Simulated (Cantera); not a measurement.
## Stirred combustor or abatement burner

A perfectly stirred reactor is fed with H2 : O2 : N2 = 1 : 0.82 : 2.14 (molar parts), equivalence ratio 0.61, at 9.87 atm; it is adiabatic with a 575 K inlet, and is followed from long to short residence time, starting on the burning branch (τ in s: 0.096, 0.042, 0.018, 0.008, 0.0035, 0.0015, 0.00067, 0.00029, 0.00013, 5.6e-05, 2.5e-05, 1.1e-05, 4.7e-06).

Computed with Cantera and GRI-Mech 3.0 (53 species, 325 reactions). The hydrogen kinetics of GRI-Mech 3.0 are dated; newer H2 mechanisms differ, most at raised pressure.

```tsv
τ (s)	T (K)	x H2	x O2	x OH	x H2O	x NO	x H
0.096	2374	0.000968	0.0859	0.00727	0.284	0.00926	0.000140
0.042	2376	0.000979	0.0864	0.00734	0.283	0.00822	0.000142
0.018	2379	0.000999	0.0873	0.00745	0.283	0.00647	0.000146
0.0080	2383	0.00103	0.0883	0.00760	0.283	0.00436	0.000153
0.0035	2386	0.00108	0.0892	0.00778	0.283	0.00246	0.000163
0.0015	2387	0.00118	0.0898	0.00800	0.283	0.00123	0.000181
0.00067	2385	0.00138	0.0900	0.00836	0.282	0.000621	0.000216
0.00029	2378	0.00179	0.0901	0.00904	0.281	0.000323	0.000297
0.00013	2366	0.00257	0.0900	0.0102	0.280	0.000188	0.000477
5.6e-5	2341	0.00405	0.0899	0.0121	0.276	0.000117	0.000904
2.5e-5	2303	0.00644	0.0899	0.0143	0.272	7.72e-5	0.00179
1.1e-5	2242	0.0103	0.0903	0.0167	0.264	5.37e-5	0.00359
4.7e-6	2149	0.0164	0.0918	0.0183	0.254	4.12e-5	0.00705
```
x: mole fraction; the columns are a selection and need not sum to one.
